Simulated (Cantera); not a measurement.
Input: 1 mol SiC, 0.014 mol C, 2.9 mol N₂, held at 1 atm.

Equilibrium computed with Cantera from the NASA thermochemical tables; the gas is ideal and each condensed phase is pure. Candidate condensed phases: C, Si, SiC, Si₃N₄; 20 gas species. The tables' values for SiN are old estimates; treat these amounts as uncertain. Rates play no part.

x: gas mole fraction; n: condensed amount in mol.

```
T (K)   x N₂      x Si    x SiC₂    x Si₂C     x SiN      x CN     x Si₂  n C(graphite)  n Si₃N₄(s)  n SiC(s)
-----  -----  --------  --------  --------  --------  --------  --------  -------------  ----------  --------
1625    1.00  9.46e-10  4.42e-12  1.83e-12  7.48e-10   1.34e-9    <1e-12           1.01       0.333         0
1725    1.00   1.69e-8  1.56e-10  1.18e-10   9.48e-9   8.67e-9  1.35e-12         0.0140           0      1.00
1825   1.000       [?]       [?]       [?]   5.02e-8       [?]       [?]         0.0140           0     1.000
1925   1.000   7.06e-7   2.03e-8   1.39e-8   2.23e-7   2.03e-7  2.49e-10         0.0140           0     1.000
2025   1.000   3.45e-6   1.60e-7   1.05e-7   8.53e-7   7.74e-7   2.28e-9         0.0140           0     1.000
2125   1.000   1.45e-5   1.04e-6   6.52e-7   2.87e-6   2.60e-6   1.69e-8         0.0140           0     1.000
2225   1.000   5.35e-5   5.65e-6   3.42e-6   8.66e-6   7.83e-6   1.04e-7         0.0141           0     1.000
2325   1.000  0.000176   2.65e-5   1.55e-5   2.37e-5   2.14e-5   5.46e-7         0.0144           0     0.999
2425   0.999       [?]       [?]       [?]   5.98e-5       [?]       [?]         0.0152           0     0.998
2525   0.998   0.00143  0.000399  0.000218  0.000140  0.000126   1.01e-5         0.0174           0     0.993
2625   0.994   0.00361   0.00132  0.000701  0.000305  0.000274   3.64e-5         0.0226           0     0.980
2725   0.984   0.00852   0.00398   0.00206  0.000628  0.000563  0.000120         0.0338           0     0.947
2825   0.961    0.0189    0.0111   0.00560   0.00122   0.00109  0.000360         0.0566           0     0.867
2925   0.910    0.0395    0.0287    0.0142   0.00222   0.00199   0.00100          0.101           0     0.673
```

Question: Complete the blanks.

Answer: 
- 2425, x Si: 0.000525
- 2425, x SiC₂: 0.000109
- 2425, x Si₂C: 6.15e-5
- 2425, x CN: 5.38e-5
- 2425, x Si₂: 2.49e-6
- 1825, x Si: 1.21e-7
- 1825, x SiC₂: 2.04e-9
- 1825, x Si₂C: 1.47e-9
- 1825, x CN: 4.58e-8
- 1825, x Si₂: 2.12e-11
